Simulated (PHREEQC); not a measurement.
Dissolve 0.13 mol/kgw ZnSO4, 0.064 mol/kgw Na2SO4 and 0.09 mol/kgw HCl at 60 °C. Closed to the air; pH follows from the charge balance.

Equilibrium calculation in PHREEQC: ion-association model, phreeqc.dat.

This is a speciation only: nothing precipitates in the calculation.

**Question.** Predict the pH, ionic strength.

**Answer.** pH 1.73; ionic strength 0.418 mol/kgw.

**Question.** In which forms is Cl present?

**Answer.** Cl- 86 %, ZnCl+ 13 %, ZnCl2 0.9 % of the Cl.

At this temperature some constants are extrapolated from 25 °C, and those without enthalpy data are left unchanged.
